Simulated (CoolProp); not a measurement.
Computed with CoolProp (reference Helmholtz-energy equation of state, McLinden 2015).

Task: For the fluoroketone C6F12O (FK-5-1-12), give the phase and the density (kg/m³), speed of sound (m/s), fugacity coefficient at 215.55 °C and 34.3 bar.

Result: 
- 215.55 °C and 34.3 bar: supercritical; density 564, speed of sound 71.9, fugacity coefficient 0.612
